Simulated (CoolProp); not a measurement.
Ethanol at several states: fugacity coefficient from the reference equation and from simpler models built on Tc = 514.7 K, pc = 6.268 MPa, ω = 0.644; each cubic takes its own stable root.

The numbers come from the reference Helmholtz-energy equation of state, Schroeder 2014 in CoolProp.

```csv
T (K),p (MPa),phase,reference
446.5,7.7,liquid,0.2096
314.1,24.6,liquid,0.001315
289.1,0.143,liquid,0.03209
```

Task: How far does each simpler model (van der Waals, Redlich-Kwong, Soave-Redlich-Kwong, Peng-Robinson) lie from the reference over these 3 states: mean and median of the absolute difference, and the worst?

Result: 
- van der Waals: mean 2487.4 %, median 2937.1 %, worst +4432.3 % at 314.1 K and 24.6 MPa
- Redlich-Kwong: mean 699.2 %, median 817.1 %, worst +1231.3 % at 289.1 K and 0.143 MPa
- Soave-Redlich-Kwong: mean 7.0 %, median 6.2 %, worst -11.0 % at 289.1 K and 0.143 MPa
- Peng-Robinson: mean 2.7 %, median 0.8 %, worst +7.0 % at 314.1 K and 24.6 MPa

At some of these states van der Waals gives the other phase, because its saturation line lies elsewhere.
